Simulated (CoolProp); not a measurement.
Vapour-liquid equilibrium of cyclohexane (1) + ethylbenzene (2) at 0.728 MPa; x and y are mole fractions of (1).

Model: multi-fluid Helmholtz-energy mixture model, Zhou 2014 and Zhou 2012; pair parameters Bell 2016, in CoolProp.

Problem. Give the bubble temperature and the first vapour's composition at x = 0.425, 0.725, 0.8. Is there an azeotrope?

Solution. x = 0.425: 191.4 °C, y = 0.671; x = 0.725: 175.3 °C, y = 0.873; x = 0.8: 172.0 °C, y = 0.910. No azeotrope shows between x = 0.05 and 0.95.

The pair parameters rest on a limited set of measurements; away from them the model extrapolates.
